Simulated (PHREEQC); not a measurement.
**Brackish or sea water: an equilibrium model**

A made-up water analysis in mg/kgw, 20 °C, pH 7.95, pe 9.6:

```tsv
constituent	mg/kgw
Na	2150
K	926
Ca	9.69
Mg	171
Cl	4060
S(6) as SO4	385
Alkalinity as HCO3	405
Cu(2)	1.05
```

Valence states are taken as typed.

Equilibrium calculation in PHREEQC: ion-association model, wateq4f.dat.

Precipitation was switched off in this run.

Q: What charge-balance error does the model give?

A: charge-balance error 1.0 %.

Q: In which forms is Mg present?

A: Mg+2 90 %, MgSO4 6.7 %, MgHCO3+ 2.4 %, MgCO3 0.5 % of the Mg.

The solution is supersaturated, for example in Malachite, Atacamite, so a real one may precipitate; this is no full list. Species that the database lacks are ignored. The database's constant for dissolved Cu(OH)2 is higher than later reviews accept.
